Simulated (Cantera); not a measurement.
## Mg(OH)₂ + C + H₂ (calcination and drying)

Feed: 1 mol Mg(OH)₂, a varied amount of C, 0.044 mol H₂, held at 600 °C and 75.0 Torr.

Equilibrium computed with Cantera from the NASA thermochemical tables; the gas is ideal and each condensed phase is pure. Candidate condensed phases: C, C₆H₆, C₇H₈, C₈H₁₈, H₂O, Mg, MgCO₃, MgO, Mg(OH)₂; 116 gas species. Kinetics and transport are ignored.

From 0.026 mol C to 0.56 mol C the condensed part is MgO(s). From 1 mol C to 1.9 mol C the condensed part is C(graphite) + MgO(s).

```json
[
 {"n(C) (mol)": "0.026", "x H₂O": "0.887", "x H₂": "0.0888", "x CO": "0.000879", "x CO₂": "0.0234", "x CH₄": "1.33e-8", "n MgO(s)": "1.00", "n C(graphite)": "0"},
 {"n(C) (mol)": "0.048", "x H₂O": "0.830", "x H₂": "0.126", "x CO": "0.00236", "x CO₂": "0.0416", "x CH₄": "1.08e-7", "n MgO(s)": "1.00", "n C(graphite)": "0"},
 {"n(C) (mol)": "0.088", "x H₂O": "0.735", "x H₂": "0.188", "x CO": "0.00679", "x CO₂": "0.0709", "x CH₄": "1.16e-6", "n MgO(s)": "1.00", "n C(graphite)": "0"},
 {"n(C) (mol)": "0.16", "x H₂O": "0.585", "x H₂": "0.282", "x CO": "0.0203", "x CO₂": "0.113", "x CH₄": "1.49e-5", "n MgO(s)": "1.00", "n C(graphite)": "0"},
 {"n(C) (mol)": "0.3", "x H₂O": "0.365", "x H₂": "0.412", "x CO": "0.0664", "x CO₂": "0.157", "x CH₄": "0.000243", "n MgO(s)": "1.00", "n C(graphite)": "0"},
 {"n(C) (mol)": "0.56", "x H₂O": "0.136", "x H₂": "0.512", "x CO": "0.204", "x CO₂": "0.144", "x CH₄": "0.00384", "n MgO(s)": "1.00", "n C(graphite)": "0"},
 {"n(C) (mol)": "1", "x H₂O": "0.0663", "x H₂": "0.514", "x CO": "0.303", "x CO₂": "0.104", "x CH₄": "0.0119", "n MgO(s)": "1.00", "n C(graphite)": "0.275"},
 {"n(C) (mol)": "1.9", "x H₂O": "0.0663", "x H₂": "0.514", "x CO": "0.303", "x CO₂": "0.104", "x CH₄": "0.0119", "n MgO(s)": "1.00", "n C(graphite)": "1.17"}
]
```
x: gas mole fraction; n: condensed amount in mol.
